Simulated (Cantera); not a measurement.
An isothermal, constant-pressure homogeneous reactor starts with H2 : O2 : N2 = 0.88 : 1 : 6.6 (molar parts), equivalence ratio 0.44, at 1098 K and 0.178 atm. Integrator tolerance rtol = 1e-08.

Model: GRI-Mech 3.0 (53 species, 325 reactions), integrated in Cantera. The temperature is held fixed by assumption; the heat of reaction is taken as removed at once.

### Question
What does this change do: temperature 1098 to 800 K?

### Answer
| quantity | before | after |
|---|---|---|
| x(H2) at 3.00 s | 7.78e-9 (gas-phase equilibrium 1.23e-9) | 0.104 (gas-phase equilibrium <1e-12) |
| x(O2) at 3.00 s | 0.0696 (gas-phase equilibrium 0.0696) | 0.118 (gas-phase equilibrium 0.0697) |
| x(NO) at 3.00 s | 3.06e-6 (gas-phase equilibrium 4.93e-5) | <1e-12 (gas-phase equilibrium 1.18e-6) |
| x(OH) at 3.00 s | 2.15e-6 (gas-phase equilibrium 8.05e-7) | 1.06e-11 (gas-phase equilibrium 1.07e-9) |
| x(NO2) at 3.00 s | 1.12e-8 (gas-phase equilibrium 3.47e-7) | <1e-12 (gas-phase equilibrium 8.90e-8) |
| x(HO2) at 3.00 s | 1.54e-9 (gas-phase equilibrium 1.16e-9) | 6.34e-7 (gas-phase equilibrium 5.10e-12) |
| x(O) at 3.00 s | 1.05e-8 (gas-phase equilibrium 1.49e-9) | 5.55e-11 (gas-phase equilibrium <1e-12) |
Below about 950 K walls govern HO2 and H2O2 in real vessels.
